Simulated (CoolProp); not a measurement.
Model: reference Helmholtz-energy equation of state, Thol 2016, in CoolProp.

Give the vapour pressure (kPa), liquid density (kg/m³), vapour density (kg/m³), vapour viscosity (µPa s) of saturated R1234ze(E) at 329.4 K.


```
T (K)  p (kPa)  liquid density (kg/m³)  vapour density (kg/m³)  vapour viscosity (µPa s)
-----  -------  ----------------------  ----------------------  ------------------------
329.4     1170                    1050                    63.4                      14.1
```

Viscosity comes from a separate model (Bell 2016), an estimate that may be off by 10 % or more.
